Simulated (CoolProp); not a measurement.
Vapour-liquid equilibrium of n-pentane (1) + cyclohexane (2) at 0.105 MPa; x and y are mole fractions of (1).

Model: multi-fluid Helmholtz-energy mixture model, Thol 2019 and Zhou 2014; pair parameters Bell 2016, in CoolProp.

Problem. Give the bubble temperature and the first vapour's composition at x = 0.35, 0.575, 0.875. Is there an azeotrope?

Solution. x = 0.35: 57.5 °C, y = 0.689; x = 0.575: 48.7 °C, y = 0.846; x = 0.875: 40.1 °C, y = 0.965. No azeotrope shows between x = 0.05 and 0.95.

The pair parameters rest on a limited set of measurements; away from them the model extrapolates.
